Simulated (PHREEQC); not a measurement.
Dissolve 2.1 mol/kgw MgCl2 and 5e-05 mol/kgw H4SiO4 at 20 °C. Closed to the air; pH follows from the charge balance.

All values are PHREEQC results (Pitzer model, pitzer.dat), not measurements.

The pH is 5.21 and the ionic strength comes out as 6.30 mol/kgw. The activity of water is 0.835, the density is 1.144 g/cm³ and the osmotic coefficient is 1.594.

| species | molality | activity | log γ |
|---|---|---|---|
| Cl- | 4.20 | 2.57 | -0.214 |
| Mg+2 | 2.10 | 9.19 | 0.641 |
| H4SiO4 | 5.00e-5 | 0.000135 | 0.432 |
| H+ | 1.05e-6 | 6.17e-6 | 0.767 |
| MgOH+ | 1.00e-6 | 1.24e-6 | 0.092 |
| H3SiO4- | 3.43e-8 | 2.70e-9 | -1.105 |
| OH- | 1.79e-8 | 9.26e-10 | -1.287 |

This is a speciation only: nothing precipitates in the calculation. Species that the database lacks are ignored. In brines, pH and single-ion activities rest on the MacInnes convention.
